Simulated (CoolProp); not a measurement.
Isobutane along the isotherm 232.5 K: density (kg/m³) from the reference equation and from simpler models built on Tc = 407.8 K, pc = 3.629 MPa, ω = 0.184; each cubic takes its own stable root.

Model: reference Helmholtz-energy equation of state, Bücker 2006, in CoolProp.

```tsv
p (MPa)	phase	reference
2.02	liquid	626.8
4.03	liquid	628.7
6.05	liquid	630.6
8.06	liquid	632.5
10.1	liquid	634.3
12.1	liquid	636.0
14.1	liquid	637.7
16.1	liquid	639.4
18.1	liquid	641.0
```

**Question.** How far does each simpler model (van der Waals, Redlich-Kwong, Soave-Redlich-Kwong) lie from the reference over these 9 states: mean and median of the absolute difference, and the worst?

**Answer.** 
- van der Waals: mean 35.7 %, median 35.5 %, worst -37.0 % at 232.5 K and 2.02 MPa
- Redlich-Kwong: mean 6.7 %, median 6.7 %, worst -7.4 % at 232.5 K and 2.02 MPa
- Soave-Redlich-Kwong: mean 5.5 %, median 5.5 %, worst -5.9 % at 232.5 K and 2.02 MPa
